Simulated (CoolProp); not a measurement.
Saturation properties of octamethyltrisiloxane (MDM).

Values from CoolProp's reference Helmholtz-energy equation of state, Thol 2017.

| T (°C) | p (MPa) | enthalpy of vaporisation (kJ/kg) | liquid cp (kJ/(kg K)) |
|---|---|---|---|
| 177.65 | 0.1871 | 140.5 | 2.186 |
| 181.15 | 0.2025 | 138.7 | 2.197 |
| 184.55 | 0.2183 | 137.0 | 2.208 |
| 188.05 | 0.2355 | 135.1 | 2.219 |
| 191.55 | 0.2537 | 133.2 | 2.231 |
| 195.05 | 0.2730 | 131.3 | 2.242 |
| 198.55 | 0.2934 | 129.4 | 2.255 |
| 201.95 | 0.3143 | 127.4 | 2.267 |
| 205.45 | 0.3369 | 125.4 | 2.280 |
| 208.95 | 0.3608 | 123.3 | 2.293 |

It boils at 152.5 °C under 1 atm.
